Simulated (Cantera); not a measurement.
**Thermal oxidation and active oxidation of silicon: Si + N2O + H2 + CO2**

Charge: 1 mol Si, 3.8 mol N2O, 120 mol H2, 0.63 mol CO2, equilibrated at 1873 K and 29.3 Torr.

Method: chemical equilibrium by Gibbs-energy minimisation in Cantera with the NASA 1993 tables (ideal gas, pure condensed phases). Candidate condensed phases: C, C6H6, C7H8, C8H18, H2O, Si, SiC, SiO2, Si2N2O, Si3N4; 151 gas species. The tables hold silica as quartz up to 1696 K and as liquid above; real silica turns to tridymite and cristobalite and melts near 1996 K. The numbers say what is thermodynamically allowed, not how fast it happens.

```json
{
  "x(H2)": "0.927",
  "x(N2)": "0.0303",
  "x(H2O)": "0.0269",
  "x(SiO)": "0.00760",
  "x(CO)": "0.00498",
  "x(H)": "0.00315",
  "x(CO2)": "3.52e-5",
  "x(OH)": "7.09e-6",
  "n(SiO2(condensed))": "0.0461 mol",
  "gas_amount": "125.6 mol",
  "log10 activity of Si(l) (absent)": "-5.00",
  "log10 activity of C(graphite) (absent)": "-5.87"
}
```
